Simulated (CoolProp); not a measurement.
A single-stage vapour-compression cycle with hydrogen sulfide: evaporating at 206.15 K (dew point), condensing at 231.15 K (bubble point), superheat 5 K, subcooling 8 K, compressor efficiency 0.8, no pressure losses. Each further row changes one setting.

Model: reference Helmholtz-energy equation of state, Lemmon 2006, in CoolProp. It is a short technical equation, of lower accuracy than the large ones.

```tsv
case	cooling COP	pressure ratio	discharge temperature (K)	refrigerating effect (kJ/kg)	volumetric capacity (kJ/m³)
as stated	5.95	3.31	301.5	525	738
evaporating temperature 211.15 K	7.82	2.54	285.7	530	952
condensing temperature 226.15 K	7.61	2.67	___	535	753
subcooling 13 K	6.07	3.31	301.5	535	753
superheat 15 K	5.78	3.31	___	535	___
compressor efficiency 0.7	5.21	3.31	313.7	525	738
```

Task: Complete the blanks.

Result: 
- condensing temperature 226.15 K, discharge temperature (K): 283.3
- superheat 15 K, discharge temperature (K): 315.6
- superheat 15 K, volumetric capacity (kJ/m³): 717
